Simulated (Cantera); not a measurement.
## Silicon oxide and oxynitride deposition: SiH4 + CO2 + N2 + H2O

Input: 1 mol SiH4, 21 mol CO2, 130 mol N2, 0.19 mol H2O, held at 55.0 Pa.

Cantera equilibrium calculation (NASA polynomials, part measured and part estimated; ideal gas, pure solids and liquids). Candidate condensed phases: C, C6H6, C7H8, C8H18, H2O, Si, SiC, SiO2, Si2N2O, Si3N4; 151 gas species. The tables hold silica as quartz up to 1696 K and as liquid above; real silica turns to tridymite and cristobalite and melts near 1996 K. Rates play no part.

```
T (K)   x N2  x CO2    x CO    x H2O      x H2  n SiO2(α-quartz)  n SiO2(β-quartz)
-----  -----  -----  ------  -------  --------  ----------------  ----------------
773    0.849  0.118  0.0195  0.00772   0.00657              1.00                 0
923    0.849  0.115  0.0221   0.0103   0.00403                 0              1.00
1073   0.849  0.114  0.0235   0.0117   0.00262                 0              1.00
1223   0.849  0.113  0.0243   0.0125   0.00184                 0              1.00
1373   0.849  0.112  0.0247   0.0129   0.00138                 0             1.000
1523   0.849  0.112  0.0250   0.0132   0.00110                 0             1.000
1673   0.848  0.112  0.0254   0.0133  0.000912                 0             0.997
```
x: gas mole fraction; n: condensed amount in mol.

At 773 K the condensed part is SiO2(α-quartz). From 923 K to 1673 K the condensed part is SiO2(β-quartz).
